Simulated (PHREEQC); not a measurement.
1 kg of water holding 0.026 mol K2CO3 and 0.12 mol K2SO4 is evaporated at 15 °C; the solids stay in contact with the brine. CO2 from the air is kept out. The run lets Arcanite, Kalicinite, Misenite precipitate or redissolve, and no other solid.

The numbers come from PHREEQC with the Pitzer model, pitzer.dat.

```json
[
 {"water left (kg)": "1", "ionic strength": "0.437", "water activity": "0.994", "Arcanite (mol)": "0", "C in solution (mol/kgw)": "0.0260", "S in solution (mol/kgw)": "0.120", "K in solution (mol/kgw)": "0.292"},
 {"water left (kg)": "0.5552", "ionic strength": "0.787", "water activity": "0.990", "Arcanite (mol)": "0", "C in solution (mol/kgw)": "0.0468", "S in solution (mol/kgw)": "0.216", "K in solution (mol/kgw)": "0.526"},
 {"water left (kg)": "0.3751", "ionic strength": "1.17", "water activity": "0.985", "Arcanite (mol)": "0", "C in solution (mol/kgw)": "0.0693", "S in solution (mol/kgw)": "0.320", "K in solution (mol/kgw)": "0.779"},
 {"water left (kg)": "0.2082", "ionic strength": "1.77", "water activity": "0.978", "Arcanite (mol)": "0.0233", "C in solution (mol/kgw)": "0.125", "S in solution (mol/kgw)": "0.464", "K in solution (mol/kgw)": "1.18"},
 {"water left (kg)": "0.1156", "ionic strength": "1.91", "water activity": "0.976", "Arcanite (mol)": "0.0724", "C in solution (mol/kgw)": "0.225", "S in solution (mol/kgw)": "0.412", "K in solution (mol/kgw)": "1.27"},
 {"water left (kg)": "0.06419", "ionic strength": "2.21", "water activity": "0.971", "Arcanite (mol)": "0.0986", "C in solution (mol/kgw)": "0.405", "S in solution (mol/kgw)": "0.333", "K in solution (mol/kgw)": "1.48"},
 {"water left (kg)": "0.04337", "ionic strength": "2.60", "water activity": "0.966", "Arcanite (mol)": "0.108", "C in solution (mol/kgw)": "0.600", "S in solution (mol/kgw)": "0.269", "K in solution (mol/kgw)": "1.74"},
 {"water left (kg)": "0.02409", "ionic strength": "3.74", "water activity": "0.948", "Arcanite (mol)": "0.116", "C in solution (mol/kgw)": "1.08", "S in solution (mol/kgw)": "0.168", "K in solution (mol/kgw)": "2.50"},
 {"water left (kg)": "0.01339", "ionic strength": "6.07", "water activity": "0.908", "Arcanite (mol)": "0.119", "C in solution (mol/kgw)": "1.94", "S in solution (mol/kgw)": "0.0835", "K in solution (mol/kgw)": "4.05"},
 {"water left (kg)": "0.009051", "ionic strength": "8.74", "water activity": "0.855", "Arcanite (mol)": "0.120", "C in solution (mol/kgw)": "2.87", "S in solution (mol/kgw)": "0.0425", "K in solution (mol/kgw)": "5.83"},
 {"water left (kg)": "0.005034", "ionic strength": "15.5", "water activity": "0.695", "Arcanite (mol)": "0.120", "C in solution (mol/kgw)": "5.17", "S in solution (mol/kgw)": "0.00917", "K in solution (mol/kgw)": "10.3"}
]
```

Arcanite from water left = 0.2082 kg (pH 11.57).
